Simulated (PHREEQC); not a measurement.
## Acid rinse or clean (model solution)

Consider water at 38 °C with 0.0029 mol/kgw HCl, 0.035 mol/kgw CaCl2 and 7.3e-05 mol/kgw KCl. Closed to the air; pH follows from the charge balance.

All values are PHREEQC results (ion-association model, phreeqc.dat), not measurements.

```json
{
  "pH": "2.62",
  "ionic_strength": "0.108 mol/kgw",
  "specific_conductance": "10900 µS/cm",
  "density": "0.996 g/cm³",
  "total_alkalinity": "-2.90 meq/kg"
}
```

```csv
species,molality,activity,log γ
Cl-,0.0730,0.0552,-0.121
Ca+2,0.0350,0.0131,-0.427
H+,0.00290,0.00237,-0.087
K+,7.30e-5,5.50e-5,-0.123
```

This is a speciation only: nothing precipitates in the calculation. Complexes and solids missing from the database can't appear. Away from 25 °C the constants follow the database's enthalpies or fits; those with neither stay at their 25 °C values.
